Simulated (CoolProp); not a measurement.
Properties of ammonia at several states (Tc = 405.6 K, pc = 113.6 bar, ω = 0.256).

The numbers come from the reference Helmholtz-energy equation of state, Gao 2020 in CoolProp.

```
T (K)  p (bar)  phase  Joule-Thomson coefficient (K/MPa)  isothermal compressibility (1/MPa)  viscosity (µPa s)  Prandtl number
-----  -------  -----  ---------------------------------  ----------------------------------  -----------------  --------------
545       67.3    gas                              4.165                              0.1606               20.0           0.889
493.9    0.239    gas                              5.829                               41.86               17.6           0.829
262.6    0.782    gas                              47.11                               12.97               8.84           0.860
```

Viscosity comes from a separate model (Fenghour 1995). Thermal conductivity comes from a separate model (Tufeu 1984).
